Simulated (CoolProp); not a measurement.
Vapour-liquid equilibrium of isohexane (1) + n-hexane (2) at 1.19 MPa; x and y are mole fractions of (1).

Model: multi-fluid Helmholtz-energy mixture model, Lemmon 2006 and Thol 2019; pair parameters Bell 2016, in CoolProp.

### Question
Give the bubble temperature and the first vapour's composition at x = 0.05, 0.5, 0.575. Is there an azeotrope?

### Answer
x = 0.05: 447.4 K, y = 0.056; x = 0.5: 442.7 K, y = 0.529; x = 0.575: 442.0 K, y = 0.602. No azeotrope shows between x = 0.05 and 0.95.

The pair parameters rest on a limited set of measurements; away from them the model extrapolates.
